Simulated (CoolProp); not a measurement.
Vapour-liquid equilibrium of acetone (1) + ethanol (2) at -1.55 °C; x and y are mole fractions of (1).

Values from CoolProp's multi-fluid Helmholtz-energy mixture model, Lemmon 2006 and Schroeder 2014; pair parameters Bell 2016.

| x | bubble pressure, mixture model (bar) | bubble pressure, Raoult's law (bar) | y, mixture model | y, Raoult's law |
|---|---|---|---|---|
| 0.05 | [?] | 0.01791 | [?] | 0.239 |
| 0.2 | 0.04173 | 0.02860 | 0.714 | 0.599 |
| 0.35 | 0.05352 | 0.03929 | 0.805 | 0.763 |
| 0.5 | 0.06186 | 0.04998 | 0.855 | 0.856 |
| 0.65 | [?] | 0.06067 | 0.894 | 0.917 |
| 0.8 | 0.07569 | 0.07136 | 0.933 | 0.960 |
| 0.95 | [?] | 0.08205 | 0.981 | 0.991 |

Problem. Some entries are withheld; supply them.

Solution. 
- 0.05, bubble pressure, mixture model (bar): 0.02301
- 0.05, y, mixture model: 0.406
- 0.65, bubble pressure, mixture model (bar): 0.06884
- 0.95, bubble pressure, mixture model (bar): 0.08302

The largest gap from Raoult's law is +45.9 % in bubble pressure, at x = 0.2. No azeotrope shows between x = 0.05 and 0.95.

The pair parameters rest on a limited set of measurements; away from them the model extrapolates.
